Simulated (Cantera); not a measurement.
Input (Python, Cantera) and output of one run.

```python
import numpy as np
import cantera as ct

gas_names = """
    CL CLO CL2 H HCL HNO HNO2 HNO3 HOCL HO2 H2 H2O H2O2 Mg MgCL MgCL2 MgH MgN MgO MgOH MgO2H2 Mg2 N NH
    NH2 NH3 NH2OH NO NO2 NO3 N2 N2H2 N2H4 N2O O OH O2 O3
""".split()
cond_names = """
    H2O(s) H2O(L) Mg(cr) Mg(L) MgCL2(s) MgCL2(L) MgO(s) MgO(L) MgO2H2(s) NH4CL(a) NH4CL(b)
""".split()


# ... load() reads the species with a 1 bar reference pressure and builds the phases ...
atoms = {
    'MgCl2': {'Mg': 1, 'CL': 2},
    'H2O': {'H': 2, 'O': 1},
    'N2': {'N': 2},
}
top_T = {}  # K; cautious upper limits of use, not melting points


# ... equilibrate(T, P, feed) seeds the gas with the atoms and calls Mixture.equilibrate('TP', solver="vcs", rtol=1e-11, max_steps=5000) ...
results = []
feed = {'MgCl2': 1, 'H2O': 0.51, 'N2': 0.45}  # mol
T = 1073  # K
P = 100000  # Pa
mix = equilibrate(T, P, feed)
results.append((T, P, feed, dict(zip(mix.species_names, mix.species_moles))))
print(gas.report(threshold=0.0001))
for i in range(1, mix.n_phases):
    print(f"{mix.phase(i).name:16s} {mix.phase_moles(i):12.5e} mol")
```

Result:

```
       temperature   1073 K
          pressure   1e+05 Pa
           density   0.37353 kg/m^3
  mean mol. weight   33.324 kg/kmol
   phase of matter   gas

                          1 kg             1 kmol
                     ---------------   ---------------
          enthalpy       -1.3241e+06       -4.4124e+07  J
   internal energy       -1.5918e+06       -5.3045e+07  J
           entropy            7006.2        2.3348e+05  J/K
    Gibbs function       -8.8418e+06       -2.9464e+08  J
 heat capacity c_p            980.72             32682  J/K
 heat capacity c_v            731.21             24367  J/K

                      mass frac. Y      mole frac. X     chem. pot. / RT
                     ---------------   ---------------   ---------------
               HCL           0.71733           0.65567           -35.228
               H2O          0.015544          0.028754           -55.744
             MgCL2         0.0025997        0.00090997           -88.317
                N2           0.26451           0.31465           -26.203
     [  +34 minor]        1.8536e-05        1.8371e-05

Mg(L)             0.00000e+00 mol
MgCL2(L)          5.29822e-01 mol
MgO(s)            4.68876e-01 mol
```

Method: chemical equilibrium by Gibbs-energy minimisation in Cantera with the NASA 1993 tables (ideal gas, pure condensed phases). Mutual solubility and eutectic melting of coexisting phases are not modelled.
